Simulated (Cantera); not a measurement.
Cantera run:

```python
import numpy as np
import cantera as ct

gas_names = [...]  # 116 gases of nasa_gas.yaml made of C, H, Mg, O
cond_names = """
    C(gr) C6H6(L) C7H8(L) C8H18(L),n-octa H2O(s) H2O(L) Mg(cr) Mg(L) MgCO3(s) MgO(s) MgO(L) MgO2H2(s)
""".split()


# ... load() reads the species with a 1 bar reference pressure and builds the phases ...
atoms = {
    'MgCO3': {'Mg': 1, 'C': 1, 'O': 3},
    'CO2': {'C': 1, 'O': 2},
    'H2O': {'H': 2, 'O': 1},
}
top_T = {'C(gr)': 4500}  # K; cautious upper limits of use, not melting points


# ... equilibrate(T, P, feed) seeds the gas with the atoms and calls Mixture.equilibrate('TP', solver="vcs", rtol=1e-11, max_steps=5000) ...
results = []
feed = {'MgCO3': 1, 'CO2': 0.25, 'H2O': 0.28}  # mol
P = 7100  # Pa
for T in [1300, 1400, 1500, 1600, 1700, 1800, 1900]:
    mix = equilibrate(T, P, feed)
    results.append((T, P, feed, dict(zip(mix.species_names, mix.species_moles))))
    x = sorted(zip(gas.X, gas.species_names), reverse=True)
    print(f"T = {T:g} K  P = {P:g} Pa  gas = {mix.phase_moles(0):.4g} mol")
    print("   x: " + "  ".join(f"{s} {v:.3e}" for v, s in x if v > 0.0001))
    print("   condensed (mol): " + ("  ".join(f"{mix.phase(i).name} {mix.phase_moles(i):.4g}"
          for i in range(1, mix.n_phases) if mix.phase_moles(i) > 1e-12) or "none"))
```

It prints:

```
T = 1300 K  P = 7100 Pa  gas = 1.53 mol
   x: CO2 8.169e-01  H2O 1.830e-01
   condensed (mol): MgO(s) 1
T = 1400 K  P = 7100 Pa  gas = 1.53 mol
   x: CO2 8.166e-01  H2O 1.829e-01  CO 2.559e-04  O2 1.379e-04
   condensed (mol): MgO(s) 1
T = 1500 K  P = 7100 Pa  gas = 1.531 mol
   x: CO2 8.159e-01  H2O 1.828e-01  CO 7.516e-04  O2 3.977e-04
   condensed (mol): MgO(s) 1
T = 1600 K  P = 7100 Pa  gas = 1.532 mol
   x: CO2 8.142e-01  H2O 1.826e-01  CO 1.924e-03  O2 1.003e-03  H2 1.435e-04  OH 1.218e-04
   condensed (mol): MgO(s) 1
T = 1700 K  P = 7100 Pa  gas = 1.534 mol
   x: CO2 8.106e-01  H2O 1.821e-01  CO 4.392e-03  O2 2.262e-03  OH 3.062e-04  H2 2.887e-04
   condensed (mol): MgO(s) 1
T = 1800 K  P = 7100 Pa  gas = 1.538 mol
   x: CO2 8.038e-01  H2O 1.812e-01  CO 9.109e-03  O2 4.642e-03  OH 6.934e-04  H2 5.375e-04
   condensed (mol): MgO(s) 1
T = 1900 K  P = 7100 Pa  gas = 1.545 mol
   x: CO2 7.917e-01  H2O 1.795e-01  CO 1.739e-02  O2 8.775e-03  OH 1.435e-03  H2 9.369e-04  O 1.049e-04
   condensed (mol): MgO(s) 1
```

Equilibrium computed with Cantera from the NASA thermochemical tables; the gas is ideal and each condensed phase is pure.
